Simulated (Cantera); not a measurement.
A perfectly stirred reactor is fed with NO : N₂ = 1 : 0.2 (molar parts), at 1.10 bar; it is held at 2125 K, and followed from long to short residence time.

Cantera simulation using GRI-Mech 3.0 (53 species, 325 reactions); the numbers are that mechanism's predictions, not measurements.

**Question.** Predict: x(NO) at τ = 0.860 s; x(N₂) at τ = 0.860 s; x(NO₂) at τ = 0.860 s; x(O₂) at τ = 0.860 s; x(O) at τ = 0.860 s; x(NO) at τ = 5.00 ms; x(N₂) at τ = 5.00 ms; x(NO₂) at τ = 5.00 ms; x(O₂) at τ = 5.00 ms; x(O) at τ = 5.00 ms.

**Answer.** 
| Property | Value |
|---|---|
| x(NO) at τ = 0.860 s | 0.160 |
| x(N₂) at τ = 0.860 s | 0.503 |
| x(NO₂) at τ = 0.860 s | 0.000301 |
| x(O₂) at τ = 0.860 s | 0.336 |
| x(O) at τ = 0.860 s | 0.000924 |
| x(NO) at τ = 5.00 ms | 0.808 |
| x(N₂) at τ = 5.00 ms | 0.179 |
| x(NO₂) at τ = 5.00 ms | 0.000420 |
| x(O₂) at τ = 5.00 ms | 0.0123 |
| x(O) at τ = 5.00 ms | 0.000281 |
